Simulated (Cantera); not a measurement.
Cantera run, input and output.

```python
import numpy as np
import cantera as ct

gas = ct.Solution("gri30.yaml")
gas.TPX = 625, 23000, {'CH4': 1, 'CO': 0.94, 'O2': 4.12, 'N2': 15.5, 'CO2': 2.2}
inlet = ct.Reservoir(gas, clone=True)
gas.equilibrate("HP")  # start burning
reactor = ct.IdealGasConstPressureReactor(gas, energy="on", clone=False)
exhaust = ct.Reservoir(gas, clone=True)
tau = [0.098, 0.029, 0.0089, 0.0027, 0.0008, 0.00024, 7.3e-05, 2.2e-05, 6.6e-06][0]
for a, b in ((inlet, reactor), (reactor, exhaust)):
    ct.MassFlowController(a, b, mdot=lambda t: reactor.mass / tau)
net = ct.ReactorNet([reactor])
show = ['CH4', 'CO', 'O2', 'CH2CO', 'C2H6', 'NO']

rows = []
print(f"{'tau/s':>10s}{'T/K':>9s}" + "".join(f"{s:>11s}" for s in show))
for tau in [0.098, 0.029, 0.0089, 0.0027, 0.0008, 0.00024, 7.3e-05, 2.2e-05, 6.6e-06]:
    net.initial_time = 0.0
    net.advance(30 * tau)
    before = gas.X
    net.advance(40 * tau)
    drift = np.max(np.abs(gas.X - before) / (gas.X + 1e-9))
    rows.append([gas.T, *gas[show].X, drift])
    print(f"{tau:10.3e}{gas.T:9.1f}" + "".join(f"{x:11.3e}" for x in gas[show].X))
```

Output:

```
     tau/s      T/K        CH4         CO         O2      CH2CO       C2H6         NO
 9.800e-02   1754.9  1.035e-05  5.187e-03  7.225e-02  3.671e-10  1.401e-11  2.018e-05
 2.900e-02   1707.0  2.368e-05  9.342e-03  7.379e-02  9.939e-10  4.312e-11  1.164e-05
 8.900e-03   1638.6  5.776e-05  1.490e-02  7.607e-02  2.624e-09  1.681e-10  7.946e-06
 2.700e-03   1547.5  1.664e-04  2.217e-02  7.962e-02  8.737e-09  1.066e-09  5.198e-06
 8.000e-04   1425.1  7.181e-04  3.480e-02  8.781e-02  6.690e-08  2.219e-08  1.848e-06
 2.400e-04    625.0  4.209e-02  3.956e-02  1.734e-01  5.740e-20  4.714e-18  9.133e-21
 7.300e-05    625.0  4.209e-02  3.956e-02  1.734e-01  6.608e-23  5.427e-21  1.051e-23
 2.200e-05    625.0  4.209e-02  3.956e-02  1.734e-01  2.629e-25  2.159e-23  4.183e-26
 6.600e-06    625.0  4.209e-02  3.956e-02  1.734e-01  9.417e-27  7.733e-25  1.498e-27
```

Computed with Cantera and GRI-Mech 3.0 (53 species, 325 reactions).
